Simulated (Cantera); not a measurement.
Input: 1 mol Si, 0.54 mol HCl, 10 mol H2, equilibrated at 975 K and 750 Torr.

Cantera equilibrium calculation (NASA polynomials, part measured and part estimated; ideal gas, pure solids and liquids). Candidate condensed phases: Si; 19 gas species. The tables' values for SiCl3 are old estimates; treat these amounts as uncertain. Equilibrium is a limit: real reactors are often held back by kinetics, nucleation or transport.

Base state: H2 0.981, SiHCl3 0.00704, SiCl4 0.00599, HCl 0.00477, SiH2Cl2 0.000867, SiCl3 8.89e-5, SiCl2 3.74e-5, SiH3Cl 2.70e-5 (mole fractions); condensed: Si(s).

### Question
What changes in the equilibrium state with this change: pressure from 750 Torr to 143 Torr?

### Answer
```csv
species,before,after
H2,0.981,0.980
HCl,0.00477,0.00747
SiCl4,0.00599,0.00687
SiHCl3,0.00704,0.00515
SiH3Cl,2.70e-5,8.02e-6
SiCl2,3.74e-5,9.20e-5
"Si(s), mol",0.854,0.868
```

### Question
What changes in the equilibrium state with this change: HCl from 0.54 to 2.2 mol?

### Answer
```
species       before     after
----------  --------  --------
H2             0.981     0.941
SiCl4        0.00599    0.0281
SiHCl3       0.00704    0.0220
SiCl3        8.89e-5  0.000283
SiCl2        3.74e-5   8.10e-5
SiH2Cl2     0.000867   0.00180
Si(s), mol     0.854     0.394
```

### Question
What changes in the equilibrium state with this change: pressure from 750 Torr to 3450 Torr?

### Answer
```csv
species,before,after
H2,0.981,0.982
SiHCl3,0.00704,0.00873
SiCl4,0.00599,0.00479
HCl,0.00477,0.00308
SiH3Cl,2.70e-5,8.02e-5
SiCl2,3.74e-5,1.56e-5
SiH2Cl2,0.000867,0.00166
SiCl3,8.89e-5,5.14e-5
"Si(s), mol",0.854,0.841
```
